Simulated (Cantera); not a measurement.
A closed system holds: 1 mol Al₂O₃, 6.9 mol H₂, equilibrated at 2073.15 K and 1.33 mbar.

Equilibrium computed with Cantera from the NASA thermochemical tables; the gas is ideal and each condensed phase is pure. Candidate condensed phases: Al, Al₂O₃, H₂O; 19 gas species. The tables' values for AlOH are old estimates; treat these amounts as uncertain. Kinetics and transport are ignored.

Base state: H₂ 0.927, H 0.0694, H₂O 0.00227, Al 0.00123, Al₂O 0.000185, AlOH 9.08e-5, OH 1.93e-5, AlO 1.33e-5 (mole fractions); condensed: Al₂O₃(s).

Task: What changes in the equilibrium state with this change: Al₂O₃ replaced by TiC?

Result: 
```csv
species,before,after
H₂,0.927,0.930
H,0.0694,0.0695
Ti,0,2.26e-5
H₂O,0.00227,0
Al,0.00123,0
Al₂O,0.000185,0
AlOH,9.08e-5,0
"Al₂O₃(s), mol",0.994,0
"TiC(s), mol",0,1.000
```
TiC: taken at fixed stoichiometry. Further candidate phases: C, C₆H₆, C₇H₈, C₈H₁₈, Ti, TiC.
